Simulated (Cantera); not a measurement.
**Ignition delay**

Mixture: 7.67 % CH₄, 0.468 % C₂H₆, 0.322 % C₃H₈, 13.3 % O₂, 78.3 % N₂, at 5.60 bar, adiabatic and at constant pressure. Ignition delay is the time to a rise of 400 K.

Computed with Cantera and GRI-Mech 3.0 (53 species, 325 reactions).

```csv
T0 (K),delay (ms)
1025,32.9
1075,17.0
1125,9.17
1175,4.98
1225,2.70
1275,1.47
1325,0.813
1375,0.459
1425,0.267
```

The apparent activation energy between 1325 and 1425 K is 170 kJ/mol.
